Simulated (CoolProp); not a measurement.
Model: reference Helmholtz-energy equation of state, Lemmon 2013, in CoolProp.

### Question
For propylene, give the phase and the cv (kJ/(kg K)), Joule-Thomson coefficient (K/MPa), viscosity (µPa s) at 301.85 °C and 0.455 MPa; 301.85 °C and 1.67 MPa; 301.85 °C and 1.97 MPa.

### Answer
- 301.85 °C and 0.455 MPa: gas; cv 2.30, Joule-Thomson coefficient 2.91, viscosity 16.0
- 301.85 °C and 1.67 MPa: gas; cv 2.30, Joule-Thomson coefficient 2.90, viscosity 16.4
- 301.85 °C and 1.97 MPa: gas; cv 2.31, Joule-Thomson coefficient 2.89, viscosity 16.5

Viscosity comes from a separate model (Huber 2003), an estimate that may be off by 10 % or more.
